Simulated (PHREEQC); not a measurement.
# Phosphoric acid bath (model solution)

Consider water at 25 °C with 0.0012 mol KH2PO4, 0.0027 mol HF and 1.5e-05 mol H4SiO4 per kg of water. Closed to the air; pH follows from the charge balance.

The numbers come from PHREEQC with the ion-association model, phreeqc.dat.

Precipitation was switched off in this run.

**Question.** Predict the pH, specific conductance, ionic strength.

**Answer.** pH 3.02; specific conductance 514 µS/cm; ionic strength 0.00221 mol/kgw.

**Question.** In which forms is P present?

**Answer.** H2PO4- 88 %, H3PO4 12 % of the P.

Species that the database lacks are ignored. SiF6-2 is the database's only silicon fluoride.
